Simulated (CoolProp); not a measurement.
Computed with CoolProp (reference Helmholtz-energy equation of state, Penoncello 2003).

**Question.** For CHF3 (R23), give the phase and the cv (kJ/(kg K)), Joule-Thomson coefficient (K/MPa), isothermal compressibility (1/MPa), Prandtl number at 274.6 K and 8300 kPa.

**Answer.** 
- 274.6 K and 8300 kPa: liquid; cv 0.762, Joule-Thomson coefficient 0.272, isothermal compressibility 0.00918, Prandtl number 1.94

Viscosity comes from a separate model (Shan 2000). Thermal conductivity comes from a separate model (Shan 2000).
